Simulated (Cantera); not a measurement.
## Abatement and gas-phase synthesis: H2O + SO2 + H2

Charge: 1 mol H2O, 0.12 mol SO2, a varied amount of H2, equilibrated at 1023.15 K and 7500 Torr.

Equilibrium computed with Cantera from the NASA thermochemical tables; the gas is ideal and each condensed phase is pure. Candidate condensed phases: H2O, H2SO4, S; 19 gas species. Gases not in the tables: S3 to S7. Kinetics and transport are ignored.

```json
[
 {"n(H2) (mol)": "0.13", "log p H2O": "0.96", "log p H2": "-1.77", "log p H2S": "-0.51", "log p SO2": "-0.21"},
 {"n(H2) (mol)": "0.19", "log p H2O": "0.96", "log p H2": "-1.66", "log p H2S": "-0.35", "log p SO2": "-0.36"},
 {"n(H2) (mol)": "0.3", "log p H2O": "0.96", "log p H2": "-1.43", "log p H2S": "-0.16", "log p SO2": "-0.85"},
 {"n(H2) (mol)": "0.45", "log p H2O": "0.93", "log p H2": "-0.21", "log p H2S": "-0.08", "log p SO2": "-4.51"},
 {"n(H2) (mol)": "0.69", "log p H2O": "0.87", "log p H2": "0.29", "log p H2S": "-0.15", "log p SO2": "-6.20"},
 {"n(H2) (mol)": "1.1", "log p H2O": "0.77", "log p H2": "0.55", "log p H2S": "-0.24", "log p SO2": "-7.25"},
 {"n(H2) (mol)": "1.6", "log p H2O": "0.68", "log p H2": "0.68", "log p H2S": "-0.34", "log p SO2": "-7.93"},
 {"n(H2) (mol)": "2.4", "log p H2O": "0.56", "log p H2": "0.78", "log p H2S": "-0.45", "log p SO2": "-8.58"},
 {"n(H2) (mol)": "3.7", "log p H2O": "0.42", "log p H2": "0.85", "log p H2S": "-0.59", "log p SO2": "-9.22"},
 {"n(H2) (mol)": "5.7", "log p H2O": "0.27", "log p H2": "0.90", "log p H2S": "-0.75", "log p SO2": "-9.83"},
 {"n(H2) (mol)": "8.7", "log p H2O": "0.11", "log p H2": "0.93", "log p H2S": "-0.91", "log p SO2": "-10.41"},
 {"n(H2) (mol)": "13", "log p H2O": "-0.05", "log p H2": "0.96", "log p H2S": "-1.07", "log p SO2": "-10.95"}
]
```
log p: log10 of the partial pressure in bar; nothing condenses.

From 0.13 mol H2 to 13 mol H2 nothing is condensed.
